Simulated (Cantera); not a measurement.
Adiabatic ignition

An adiabatic, constant-pressure homogeneous reactor starts with 7.66 % CH4, 19.4 % O2, 73.0 % N2, equivalence ratio 0.79, at 1650 K and 1.00 bar.

Cantera simulation using GRI-Mech 3.0 (53 species, 325 reactions); the numbers are that mechanism's predictions, not measurements.

| t (s) | T (K) | x CH4 | x O2 | x NO | x C2H | x CO | x O |
|---|---|---|---|---|---|---|---|
| 2.00e-6 | 1650 | 0.0766 | 0.194 | <1e-12 | <1e-12 | 5.00e-11 | 5.28e-8 |
| 1.07e-5 | 1650 | 0.0766 | 0.194 | <1e-12 | <1e-12 | 4.99e-9 | 8.26e-8 |
| 5.69e-5 | 1650 | 0.0765 | 0.194 | 1.19e-12 | <1e-12 | 1.29e-6 | 3.56e-7 |
| 0.000304 | 2354 | 1.24e-5 | 0.0677 | 1.03e-5 | 5.73e-8 | 0.0597 | 0.0131 |
| 0.00162 | 2723 | <1e-12 | 0.0455 | 0.00639 | <1e-12 | 0.0252 | 0.00854 |
| 0.00864 | 2715 | <1e-12 | 0.0423 | 0.0137 | <1e-12 | 0.0252 | 0.00795 |
| 0.0461 | 2715 | <1e-12 | 0.0423 | 0.0138 | <1e-12 | 0.0252 | 0.00794 |
| 0.246 | 2715 | <1e-12 | 0.0423 | 0.0138 | <1e-12 | 0.0252 | 0.00794 |
| 1.31 | 2715 | <1e-12 | 0.0423 | 0.0138 | <1e-12 | 0.0252 | 0.00794 |
| 7.00 | 2715 | <1e-12 | 0.0423 | 0.0138 | <1e-12 | 0.0252 | 0.00794 |
x: mole fraction; the columns are a selection and need not sum to one.

```json
{
 "time_of_steepest_temperature_rise": "0.301 ms",
 "temperature at 7.00 s": "2715 K",
 "equilibrium_temperature": "2715 K",
 "x(CH4) at 7.00 s": "<1e-12 (gas-phase equilibrium <1e-12)",
 "x(O2) at 7.00 s": "0.0423 (gas-phase equilibrium 0.0423)",
 "x(NO) at 7.00 s": "0.0138 (gas-phase equilibrium 0.0138)"
}
```
